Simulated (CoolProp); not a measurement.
Properties of water at several states (Tc = 373.9 °C, pc = 22.06 MPa, ω = 0.344).

The numbers come from the reference Helmholtz-energy equation of state, Wagner 2002 in CoolProp.

```json
[
 {"T (°C)": "22.75", "p (MPa)": "2.42", "phase": "liquid", "cp (kJ/(kg K))": "4.175", "cv (kJ/(kg K))": "4.138", "isothermal compressibility (1/MPa)": "(withheld)", "expansivity (1/kK)": "0.2381", "fugacity coefficient": "0.001163"},
 {"T (°C)": "333.45", "p (MPa)": "5.13", "phase": "gas", "cp (kJ/(kg K))": "2.805", "cv (kJ/(kg K))": "(withheld)", "isothermal compressibility (1/MPa)": "(withheld)", "expansivity (1/kK)": "2.608", "fugacity coefficient": "0.9003"},
 {"T (°C)": "459.35", "p (MPa)": "100", "phase": "supercritical", "cp (kJ/(kg K))": "5.328", "cv (kJ/(kg K))": "(withheld)", "isothermal compressibility (1/MPa)": "0.003733", "expansivity (1/kK)": "(withheld)", "fugacity coefficient": "0.3788"},
 {"T (°C)": "339.55", "p (MPa)": "17.6", "phase": "liquid", "cp (kJ/(kg K))": "7.297", "cv (kJ/(kg K))": "3.034", "isothermal compressibility (1/MPa)": "0.007391", "expansivity (1/kK)": "5.685", "fugacity coefficient": "0.6031"}
]
```

Q: Complete the blanks.

A: 
- 22.75, isothermal compressibility (1/MPa): 0.0004524
- 333.45, cv (kJ/(kg K)): 1.909
- 333.45, isothermal compressibility (1/MPa): 0.2231
- 459.35, cv (kJ/(kg K)): 2.710
- 459.35, expansivity (1/kK): 2.826
